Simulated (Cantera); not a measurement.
Feed: 1 mol SiCl4, 1.2 mol Cl2, 6.9 mol H2, held at 352 °C and 1 atm.

These are equilibrium values from Cantera (NASA tables, ideal gas, pure condensed phases), not measurements of a reactor. Candidate condensed phases: Si; 19 gas species. Kinetics and transport are ignored.

Base state: H2 0.626, HCl 0.264, SiCl4 0.110, SiHCl3 1.26e-5 (mole fractions); condensed: gas only.

Question: What changes in the equilibrium state with this change: temperature from 352 °C to 977 °C?

Answer: 
```
species  before     after
-------  ------  --------
H2        0.626     0.616
HCl       0.264     0.274
SiCl4     0.110    0.0991
SiCl3     <1e-9   0.00226
SiCl2     <1e-9  0.000368
SiH2Cl2   <1e-9   8.60e-5
```
The tables' values for SiCl3 are old estimates; treat these amounts as uncertain.
